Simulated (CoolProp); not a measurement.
Vapour-liquid equilibrium of methane (1) + ethane (2) at 0.0698 MPa; x and y are mole fractions of (1).

Values from CoolProp's multi-fluid Helmholtz-energy mixture model, Setzmann 1991 and Bücker 2006; pair parameters Kunz 2012.

| x | bubble temperature (°C) | y at the bubble point | dew temperature at overall composition x (°C) | liquid density (mol/L) |
|---|---|---|---|---|
| 0.05 | -124.2 | 0.877 | -96.1 | 19.72 |
| 0.125 | -141.0 | 0.978 | -97.5 | 20.73 |
| 0.2 | -148.3 | 0.992 | -98.9 | 21.41 |
| 0.275 | -152.6 | 0.996 | -100.5 | 21.98 |
| 0.35 | [?] | 0.997 | -102.3 | [?] |
| 0.425 | -157.6 | 0.998 | -104.1 | 23.02 |
| 0.5 | -159.3 | 0.999 | -106.2 | 23.52 |
| 0.575 | -160.6 | 0.999 | [?] | 24.01 |
| 0.65 | -161.7 | 0.999 | -111.3 | 24.50 |
| 0.725 | -162.7 | 1.000 | -114.5 | 24.98 |
| 0.8 | -163.6 | 1.000 | -118.5 | 25.46 |
| 0.875 | -164.4 | 1.000 | -124.1 | [?] |
| 0.95 | -165.3 | 1.000 | -133.6 | 26.41 |

Fill in the missing entries.


- 0.35, bubble temperature (°C): -155.5
- 0.35, liquid density (mol/L): 22.51
- 0.575, dew temperature at overall composition x (°C): -108.6
- 0.875, liquid density (mol/L): 25.94

No azeotrope shows between x = 0.05 and 0.95.

The pair parameters rest on a limited set of measurements; away from them the model extrapolates.
